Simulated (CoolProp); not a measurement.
Vapour pressure (MPa) of chlorine: the reference equation beside estimates from Tc = 143.7 °C, pc = 7.642 MPa, ω = 0.070. Clausius-Clapeyron is anchored at 46.95 °C with a constant enthalpy of vaporisation of 16.26 kJ/mol.

Model: reference Helmholtz-energy equation of state, Thol 2021, in CoolProp.

```json
[
 {"T (°C)": "-5.75", "reference": "0.3035", "Clausius-Clapeyron": "0.4042", "Redlich-Kwong": "0.3053", "Peng-Robinson": "0.3097"},
 {"T (°C)": "11.75", "reference": "0.5319", "Clausius-Clapeyron": "0.6334", "Redlich-Kwong": "0.5442", "Peng-Robinson": "0.5351"},
 {"T (°C)": "29.35", "reference": "0.8713", "Clausius-Clapeyron": "0.9443", "Redlich-Kwong": "0.8989", "Peng-Robinson": "0.8681"},
 {"T (°C)": "46.95", "reference": "1.347", "Clausius-Clapeyron": "1.347", "Redlich-Kwong": "1.394", "Peng-Robinson": "1.335"},
 {"T (°C)": "64.45", "reference": "1.982", "Clausius-Clapeyron": "1.849", "Redlich-Kwong": "2.049", "Peng-Robinson": "1.959"},
 {"T (°C)": "82.05", "reference": "2.810", "Clausius-Clapeyron": "2.464", "Redlich-Kwong": "2.895", "Peng-Robinson": "2.779"},
 {"T (°C)": "99.55", "reference": "3.848", "Clausius-Clapeyron": "3.191", "Redlich-Kwong": "3.944", "Peng-Robinson": "3.815"},
 {"T (°C)": "117.15", "reference": "5.136", "Clausius-Clapeyron": "4.042", "Redlich-Kwong": "5.228", "Peng-Robinson": "5.114"}
]
```

Absolute difference from the reference over all 8 rows, mean and median: Clausius-Clapeyron 14.8 and 14.7 %, Redlich-Kwong 2.5 and 2.8 %, Peng-Robinson 0.9 and 0.9 %.
